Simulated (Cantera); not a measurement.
A perfectly stirred reactor is fed with CH4 : C2H6 : O2 : N2 = 1 : 0.067 : 1.86 : 7 (molar parts), equivalence ratio 1.2, at 10.0 bar; it is adiabatic with a 575 K inlet, and is followed from long to short residence time, starting on the burning branch (τ in s: 0.049, 0.022, 0.0098, 0.0044, 0.002, 0.00089, 0.0004, 0.00018, 8e-05, 3.6e-05, 1.6e-05, 7.2e-06, 3.2e-06).

Computed with Cantera and GRI-Mech 3.0 (53 species, 325 reactions).

**Question.** What does this change do: inlet temperature 575 to 475 K?

**Answer.** 
```json
[
 {"quantity": "blow-out, bracketed by the residence times tried", "before": "burning at 36.0 µs, out at 16.0 µs", "after": "burning at 80.0 µs, out at 36.0 µs"},
 {"quantity": "x(CH4) at τ = 49.0 ms", "before": "1.01e-5", "after": "2.02e-5"},
 {"quantity": "x(C2H6) at τ = 49.0 ms", "before": "1.04e-8", "after": "1.58e-8"},
 {"quantity": "x(O2) at τ = 49.0 ms", "before": "7.22e-5", "after": "6.01e-5"},
 {"quantity": "x(HCO) at τ = 49.0 ms", "before": "6.52e-8", "after": "5.65e-8"},
 {"quantity": "x(CH2CO) at τ = 49.0 ms", "before": "2.52e-8", "after": "4.67e-8"},
 {"quantity": "x(CH4) at τ = 0.400 ms", "before": "0.000193", "after": "0.000316"},
 {"quantity": "x(C2H6) at τ = 0.400 ms", "before": "9.84e-7", "after": "1.52e-6"},
 {"quantity": "x(O2) at τ = 0.400 ms", "before": "0.00154", "after": "0.00178"},
 {"quantity": "x(HCO) at τ = 0.400 ms", "before": "1.00e-6", "after": "1.04e-6"},
 {"quantity": "x(CH2CO) at τ = 0.400 ms", "before": "1.57e-6", "after": "2.91e-6"}
]
```
